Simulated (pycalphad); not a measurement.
Computed with pycalphad from the COST 507 light-alloy database (1999), at 1 atm. No gas phase is included, though pure Mg would boil below 1650 K. These are 1990s assessments: newer ones move some temperatures and phases. Diffusion is slow at the low end, where real alloys seldom reach equilibrium.

Molar enthalpy of Al-0.58Mg-0.85Si (at.%) in equilibrium (SER reference):

```json
[
 {"T (K)": "1650", "H (kJ/mol)": "51.72", "phases": "LIQUID"},
 {"T (K)": "1550", "H (kJ/mol)": "48.54", "phases": "LIQUID"},
 {"T (K)": "1450", "H (kJ/mol)": "45.37", "phases": "LIQUID"},
 {"T (K)": "1350", "H (kJ/mol)": "42.20", "phases": "LIQUID"},
 {"T (K)": "1250", "H (kJ/mol)": "39.03", "phases": "LIQUID"},
 {"T (K)": "1150", "H (kJ/mol)": "35.85", "phases": "LIQUID"},
 {"T (K)": "1050", "H (kJ/mol)": "32.68", "phases": "LIQUID"},
 {"T (K)": "1000", "H (kJ/mol)": "31.10", "phases": "LIQUID"},
 {"T (K)": "950", "H (kJ/mol)": "29.51", "phases": "LIQUID"},
 {"T (K)": "850", "H (kJ/mol)": "15.83", "phases": "FCC_A1"},
 {"T (K)": "800", "H (kJ/mol)": "14.26", "phases": "FCC_A1"},
 {"T (K)": "750", "H (kJ/mol)": "12.53", "phases": "FCC_A1 + MG2SI + DIAMOND_A4"},
 {"T (K)": "650", "H (kJ/mol)": "9.30", "phases": "FCC_A1 + MG2SI + DIAMOND_A4"},
 {"T (K)": "550", "H (kJ/mol)": "6.39", "phases": "FCC_A1 + MG2SI + DIAMOND_A4"},
 {"T (K)": "450", "H (kJ/mol)": "3.67", "phases": "FCC_A1 + MG2SI + DIAMOND_A4"},
 {"T (K)": "350", "H (kJ/mol)": "1.09", "phases": "FCC_A1 + MG2SI + DIAMOND_A4"}
]
```

Cooling from 950 K to 850 K, across the freezing range, releases 13.7 kJ/mol, or 507 J/g. The slope is 32 J/(mol K) in the liquid and 31 J/(mol K) just below the solidus, where it includes any heat of precipitation. Liquidus 926 K, solidus 867 K. Changes were sought between steps of 50 K, so a narrower field can be missed.

Database names, with the compositions (at.%) that they take in these runs: MG2SI: Mg 67 Si 33. FCC_A1 is fcc; DIAMOND_A4 is diamond (Si).
